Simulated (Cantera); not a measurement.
A closed system holds: 1 mol CHF3, 0.11 mol H2, held at 0.210 bar.

Equilibrium computed with Cantera from the NASA thermochemical tables; the gas is ideal and each condensed phase is pure. Candidate condensed phases: C, C6H6, C7H8, C8H18; 95 gas species. Gases not in the tables: C2F6 and larger saturated fluorocarbons. Equilibrium is a limit: real reactors are often held back by kinetics, nucleation or transport.

Q: At 1850 °C, list the 6 most abundant gas species with their mole fractions, and the condensed phases.

A: HF 0.716, CF4 0.241, CF2 0.0311, F 0.00770, CF3 0.00323, CF 6.32e-5. Condensed: C(graphite).
